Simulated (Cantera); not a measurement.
Hydrogen reduction and annealing atmospheres: SiO₂ + H₂

Charge: 1 mol SiO₂, 34 mol H₂, held at 0.00550 bar.

Method: chemical equilibrium by Gibbs-energy minimisation in Cantera with the NASA 1993 tables (ideal gas, pure condensed phases). Candidate condensed phases: H₂O, Si, SiO₂; 18 gas species. The numbers say what is thermodynamically allowed, not how fast it happens.

| T (°C) | x H₂ | x H | x H₂O | x SiO | n SiO₂(α-quartz) | n SiO₂(β-quartz) |
|---|---|---|---|---|---|---|
| 327 | 1.00 | <1e-12 | <1e-12 | <1e-12 | 1.00 | 0 |
| 377 | 1.00 | <1e-12 | <1e-12 | <1e-12 | 1.00 | 0 |
| 427 | 1.00 | <1e-12 | <1e-12 | <1e-12 | 1.00 | 0 |
| 477 | 1.00 | 4.27e-12 | 4.75e-12 | <1e-12 | 1.00 | 0 |
| 527 | 1.00 | 3.91e-11 | 2.08e-11 | <1e-12 | 1.00 | 0 |
| 577 | 1.00 | 2.76e-10 | 7.84e-11 | 9.24e-12 | 0 | 1.00 |
| 627 | 1.00 | 1.58e-9 | 3.14e-10 | 1.81e-10 | 0 | 1.00 |
| 677 | 1.00 | 7.50e-9 | 1.72e-9 | 1.62e-9 | 0 | 1.00 |
| 727 | 1.00 | 3.06e-8 | 9.63e-9 | 9.58e-9 | 0 | 1.00 |
x: gas mole fraction; n: condensed amount in mol.

From 327 °C to 527 °C the condensed part is SiO₂(α-quartz). From 577 °C to 727 °C the condensed part is SiO₂(β-quartz).
